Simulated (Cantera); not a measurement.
A Cantera script and what it prints.

```python
import numpy as np
import cantera as ct

gas_names = """
    H HO2 H2 H2O H2O2 H2S H2SO4 Mg MgH MgO MgOH MgO2H2 MgS Mg2 O OH O2 O3 S SH SO SO2 SO3 S2 S2O S8
""".split()
cond_names = """
    H2O(s) H2O(L) H2SO4(L) Mg(cr) Mg(L) MgO(s) MgO(L) MgO2H2(s) MgS(s) MgSO4(s) MgSO4(L) S(cr1) S(cr2)
    S(L)
""".split()


# ... load() reads the species with a 1 bar reference pressure and builds the phases ...
atoms = {
    'MgSO4': {'Mg': 1, 'S': 1, 'O': 4},
    'H2': {'H': 2},
    'H2O': {'H': 2, 'O': 1},
}
top_T = {'MgS(s)': 2250}  # K; cautious upper limits of use, not melting points


# ... equilibrate(T, P, feed) seeds the gas with the atoms and calls Mixture.equilibrate('TP', solver="vcs", rtol=1e-11, max_steps=5000) ...
results = []
feed = {'MgSO4': 1, 'H2': 0.017, 'H2O': 0.17}  # mol
T = 1773.15  # K
for P in [10, 100, 1000, 10000, 100000, 1000000]:
    mix = equilibrate(T, P, feed)
    results.append((T, P, feed, dict(zip(mix.species_names, mix.species_moles))))

top = {s: max(r[3][s] / sum(r[3][g] for g in gas_names) for r in results) for s in gas_names}
cols = sorted((s for s in top if top[s] > 1e-06), key=lambda s: -top[s])[:8]
seen = [c for c in cond_names if any(r[3].get(c, 0) > 1e-12 for r in results)]
print("log10 of partial pressures in bar; condensed amounts in mol")
print(f"{'P/Pa':>10s}" + "".join(f"{s[:9]:>10s}" for s in cols + seen))
for T, P, feed, n in results:
    ng = sum(n[g] for g in gas_names)
    print(f"{P:10.4g}" + "".join(f"{np.log10(max(n[s] / ng * P / 1e5, 1e-99)):10.3f}" for s in cols)
          + "".join(f"{n.get(c, 0):10.4g}" for c in seen))
```

It prints:

```
log10 of partial pressures in bar; condensed amounts in mol
      P/Pa       SO2        O2       H2O       SO3        OH         O        SO        H2    MgO(s)
        10    -4.229    -4.540    -4.974    -8.436    -6.185    -6.297    -6.794    -7.083    0.9999
       100    -3.226    -3.536    -3.963    -6.931    -5.429    -5.795    -6.294    -6.574         1
      1000    -2.226    -2.535    -2.958    -5.430    -4.676    -5.294    -5.794    -6.069         1
     1e+04    -1.226    -1.535    -1.955    -3.930    -3.925    -4.794    -5.294    -5.567         1
     1e+05    -0.227    -0.536    -0.954    -2.432    -3.174    -4.295    -4.795    -5.065         1
     1e+06     0.769     0.460     0.049    -0.938    -2.424    -3.797    -4.297    -4.561         1
```

Cantera equilibrium calculation (NASA polynomials, part measured and part estimated; ideal gas, pure solids and liquids).
